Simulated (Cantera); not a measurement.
A Cantera script and its output.

```python
import numpy as np
import cantera as ct

gas = ct.Solution("gri30.yaml")
gas.TPX = 900, 13332, {'CO': 0.0053, 'O2': 0.0028, 'H2O': 0.0032, 'N2': 1}
reactor = ct.IdealGasConstPressureReactor(gas, energy="off", clone=False)
net = ct.ReactorNet([reactor])
net.rtol, net.atol = 1e-08, 1e-18
show = ['CO', 'O2', 'H2O', 'CO2', 'OH']
times = np.geomspace(0.0004, 4, 9)

steps = ct.SolutionArray(gas, extra=["t"])
rows = []
print(f"{'t/s':>10s}{'T/K':>9s}{'P/Pa':>11s}" + "".join(f"{s:>11s}" for s in show))
for t in times:
    while net.time < t:
        t_next = net.step()
        steps.append(gas.state, t=t_next)
    rows.append([np.interp(t, steps.t, y) for y in (steps.T, steps.P, *steps(*show).X.T)])
    print(f"{t:10.3e}{rows[-1][0]:9.1f}{rows[-1][1]:11.4g}" + "".join(f"{x:11.3e}" for x in rows[-1][2:]))
rate = np.gradient(steps.T, steps.t)
print("integrator steps:", len(steps.t))
if steps.T.max() > steps.T[0] + 200:
    print(f"time of steepest temperature rise: {steps.t[rate.argmax()]:.4e} s")
gas.TPX = 900, 13332, {'CO': 0.0053, 'O2': 0.0028, 'H2O': 0.0032, 'N2': 1}
gas.equilibrate("TP")
print(f"equilibrium (TP): T = {gas.T:.1f} K  " + "  ".join(f"{s} {gas[s].X[0]:.3e}" for s in show))
```

Result:

```
       t/s      T/K       P/Pa         CO         O2        H2O        CO2         OH
 4.000e-04    900.0  1.333e+04  5.241e-03  2.769e-03  3.164e-03  6.393e-14  1.252e-16
 1.265e-03    900.0  1.333e+04  5.241e-03  2.769e-03  3.164e-03  2.029e-13  7.925e-16
 4.000e-03    900.0  1.333e+04  5.241e-03  2.769e-03  3.164e-03  6.530e-13  3.820e-15
 1.265e-02    900.0  1.333e+04  5.241e-03  2.769e-03  3.164e-03  2.214e-12  1.710e-14
 4.000e-02    900.0  1.333e+04  5.241e-03  2.769e-03  3.164e-03  9.185e-12  8.408e-14
 1.265e-01    900.0  1.333e+04  5.241e-03  2.769e-03  3.164e-03  7.072e-11  5.547e-13
 4.000e-01    900.0  1.333e+04  5.241e-03  2.769e-03  3.164e-03  3.263e-09  2.038e-11
 1.265e+00    900.0  1.333e+04  4.924e-03  2.607e-03  3.135e-03  3.175e-04  1.480e-06
 4.000e+00    900.0  1.333e+04  4.257e-04  3.822e-04  3.123e-03  4.828e-03  1.978e-06
integrator steps: 797
equilibrium (TP): T = 900.0 K  CO 1.653e-12  O2 1.486e-04  H2O 3.173e-03  CO2 5.255e-03  OH 6.327e-10
```

Detailed kinetics in Cantera: GRI-Mech 3.0 (53 species, 325 reactions).
